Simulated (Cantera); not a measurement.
Input: 1 mol MgO, 0.071 mol C, 0.12 mol H₂, at 2000 °C and 2850 Torr.

Equilibrium computed with Cantera from the NASA thermochemical tables; the gas is ideal and each condensed phase is pure. Candidate condensed phases: C, C₆H₆, C₇H₈, C₈H₁₈, H₂O, Mg, MgCO₃, MgO, Mg(OH)₂; 116 gas species. The tables' values for MgH are old estimates; treat these amounts as uncertain. The numbers say what is thermodynamically allowed, not how fast it happens.

Base state: H₂ 0.454, CO 0.271, Mg 0.265, MgH 0.00627, H 0.00290, H₂O 0.000209, MgOH 6.68e-5, Mg₂ 2.46e-5 (mole fractions); condensed: MgO(s).

Question: What changes in the equilibrium state with this change: temperature from 2000 °C to 2350 °C?

Answer: 
| species | before | after |
|---|---|---|
| H₂ | 0.454 | 0.437 |
| CO | 0.271 | 0.268 |
| Mg | 0.265 | 0.267 |
| H | 0.00290 | 0.0143 |
| H₂O | 0.000209 | 0.00543 |
| C₂H₂ (acetylene) | 1.77e-5 | 1.72e-8 |
| OH | 2.07e-7 | 4.21e-5 |
| CH₄ | 1.80e-5 | 1.34e-7 |
| MgO | 6.06e-7 | 5.91e-5 |
| CO₂ | 2.26e-5 | 0.000509 |
| MgO(s), mol | 0.929 | 0.927 |

Question: What changes in the equilibrium state with this change: pressure from 2850 Torr to 1730 Torr?

Answer: 
```tsv
species	before	after
H₂	0.454	0.453
CO	0.271	0.271
Mg	0.265	0.266
MgH	0.00627	0.00490
H	0.00290	0.00373
C₂H₂ (acetylene)	1.77e-5	2.39e-6
CH₄	1.80e-5	3.99e-6
H₂O	0.000209	0.000343
CO₂	2.26e-5	3.71e-5
Mg₂	2.46e-5	1.50e-5
MgO(s), mol	0.929	0.929
```
